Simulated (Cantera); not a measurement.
## Gas-phase reforming

A perfectly stirred reactor is fed with CH4 : H2O : H2 = 1 : 0.35 : 0.4 (molar parts), at 620000 Pa; it is held at 1823 K, and followed from long to short residence time.

Model: GRI-Mech 3.0 (53 species, 325 reactions), integrated in Cantera. GRI-Mech 3.0 stops at C3 and has no aromatics, soot or wall deposition, so with more carbon than oxygen in the feed, carbon stays in small species such as C2H2 where larger ones or solid carbon would form.

| τ (s) | x CH4 | x H2O | x H2 | x O2 | x H2O2 | x CO |
|---|---|---|---|---|---|---|
| 3.5 | 0.0544 | 0.00329 | 0.739 | <1e-12 | <1e-12 | 0.117 |
| 1.1 | 0.0559 | 0.00955 | 0.734 | <1e-12 | <1e-12 | 0.111 |
| 0.36 | 0.0594 | 0.0237 | 0.721 | <1e-12 | <1e-12 | 0.0979 |
| 0.12 | 0.0669 | 0.0487 | 0.697 | 1.52e-12 | <1e-12 | 0.0758 |
| 0.038 | 0.0829 | 0.0831 | 0.661 | 4.39e-12 | <1e-12 | 0.0469 |
| 0.012 | 0.116 | 0.116 | 0.614 | 8.76e-12 | 1.26e-12 | 0.0224 |
| 0.0039 | 0.174 | 0.140 | 0.554 | 1.38e-11 | 1.82e-12 | 0.00881 |
| 0.0013 | 0.261 | 0.158 | 0.478 | 2.01e-11 | 2.32e-12 | 0.00312 |
| 0.00040 | 0.374 | 0.176 | 0.384 | 2.80e-11 | 2.91e-12 | 0.000941 |
| 0.00013 | 0.471 | 0.189 | 0.304 | 2.90e-11 | 3.39e-12 | 0.000276 |
x: mole fraction; the columns are a selection and need not sum to one.
